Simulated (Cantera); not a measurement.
# Adiabatic ignition

An adiabatic, constant-volume homogeneous reactor starts with 14.7 % CO, 10.4 % H₂, 15.7 % O₂, 59.1 % N₂, equivalence ratio 0.80, at 1198 K and 9.87 atm.

Computed with Cantera and GRI-Mech 3.0 (53 species, 325 reactions). The hydrogen kinetics of GRI-Mech 3.0 are dated; newer H2 mechanisms differ, most at raised pressure.

```tsv
t (s)	T (K)	P (bar)	x CO	x H₂	x O₂	x H₂O	x NO₂	x NO
2.00e-6	1198	10.0	0.147	0.104	0.157	1.27e-7	<1e-12	<1e-12
6.02e-6	1198	10.0	0.147	0.104	0.157	1.40e-6	<1e-12	<1e-12
1.81e-5	1199	10.0	0.147	0.104	0.157	8.93e-5	<1e-12	<1e-12
5.45e-5	2975	22.4	0.0373	0.00414	0.0476	0.103	6.02e-6	0.00455
0.000164	2958	22.2	0.0371	0.00415	0.0427	0.103	1.92e-5	0.0152
0.000494	2953	22.2	0.0371	0.00415	0.0413	0.104	2.26e-5	0.0181
0.00149	2953	22.2	0.0371	0.00415	0.0413	0.104	2.27e-5	0.0182
0.00447	2953	22.2	0.0371	0.00415	0.0413	0.104	2.27e-5	0.0182
0.0135	2953	22.2	0.0371	0.00415	0.0413	0.104	2.27e-5	0.0182
0.0405	2953	22.2	0.0371	0.00415	0.0413	0.104	2.27e-5	0.0182
0.122	2953	22.2	0.0371	0.00415	0.0413	0.104	2.27e-5	0.0182
0.367	2953	22.2	0.0371	0.00415	0.0413	0.104	2.27e-5	0.0182
1.10	2953	22.2	0.0371	0.00415	0.0413	0.104	2.27e-5	0.0182
3.32	2953	22.2	0.0371	0.00415	0.0413	0.104	2.27e-5	0.0182
10.0	2953	22.2	0.0371	0.00415	0.0413	0.104	2.27e-5	0.0182
```
x: mole fraction; the columns are a selection and need not sum to one.

```
Item                                                                Result
---------------------------------  ---------------------------------------
time of steepest temperature rise                                  30.8 µs
temperature at 10.0 s                                               2953 K
equilibrium temperature                                             2953 K
x(CO) at 10.0 s                      0.0371 (gas-phase equilibrium 0.0371)
x(H₂) at 10.0 s                    0.00415 (gas-phase equilibrium 0.00415)
x(O₂) at 10.0 s                      0.0413 (gas-phase equilibrium 0.0413)
```
